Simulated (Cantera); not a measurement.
**Stirred combustor or abatement burner**

A perfectly stirred reactor is fed with 11.7 % CH3OH, 13.5 % O2, 72.7 % N2, 2.11 % H2O, equivalence ratio 1.3, at 17.0 bar; it is adiabatic with a 473 K inlet, and is followed from long to short residence time, starting on the burning branch (τ in s: 0.025, 0.013, 0.0068, 0.0035, 0.0018, 0.00095, 0.00049, 0.00025, 0.00013, 6.9e-05, 3.6e-05).

Model: GRI-Mech 3.0 (53 species, 325 reactions), integrated in Cantera. GRI-Mech 3.0 was tuned for natural gas; its chemistry of methanol as a main component is partial and can be far from experiment. The pressure lies above the range GRI-Mech 3.0 was tuned for (to about 10 atm).

```csv
τ (s),T (K),x CH3OH,x O2,x H2O,x CH4,x HO2,x CO
0.025,1890,3.56e-6,9.11e-5,0.200,1.56e-5,1.76e-7,0.0427
0.013,1889,5.06e-6,0.000130,0.200,1.43e-5,3.24e-7,0.0428
0.0068,1887,7.27e-6,0.000188,0.200,1.48e-5,5.84e-7,0.0429
0.0035,1885,1.07e-5,0.000279,0.200,1.72e-5,1.05e-6,0.0430
0.0018,1881,1.60e-5,0.000420,0.200,2.24e-5,1.87e-6,0.0432
0.00095,1877,2.41e-5,0.000632,0.200,3.12e-5,3.22e-6,0.0436
0.00049,1870,3.76e-5,0.000982,0.199,4.68e-5,5.62e-6,0.0441
0.00025,1860,6.12e-5,0.00158,0.199,7.42e-5,1.00e-5,0.0451
0.00013,1844,0.000103,0.00259,0.199,0.000121,1.83e-5,0.0468
6.9e-5,1817,0.000189,0.00449,0.198,0.000199,3.61e-5,0.0499
3.6e-5,1737,0.000537,0.0105,0.195,0.000343,0.000116,0.0590
```
x: mole fraction; the columns are a selection and need not sum to one.
